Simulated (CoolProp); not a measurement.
Values from CoolProp's reference Helmholtz-energy equation of state, Gao 2022.

Question: Give the vapour pressure (bar), liquid density (kg/m³), vapour density (kg/m³), enthalpy of vaporisation (kJ/kg) of saturated n-perfluorohexane at 353.1, 362.2 K.

Answer: 
```tsv
T (K)	p (bar)	liquid density (kg/m³)	vapour density (kg/m³)	enthalpy of vaporisation (kJ/kg)
353.1	2.07	1500	26.6	77.6
362.2	2.66	1470	34.3	74.6
```
